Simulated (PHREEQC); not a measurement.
**Brine**

Solution (25 °C): 1.5 mol H2SO4, 0.51 mol FeCl2 and 2.8e-05 mol H4SiO4 per kg of water. Closed to the air; pH follows from the charge balance.

Equilibrium calculation in PHREEQC: Pitzer model, pitzer.dat.

Precipitation was switched off in this run.

Task: What pH, density does the model give?

Result: pH -0.58; density 1.135 g/cm³.

Task: In which forms is S present?

Result: HSO4- 67 %, SO4-2 33 % of the S.

In brines, pH and single-ion activities rest on the MacInnes convention.
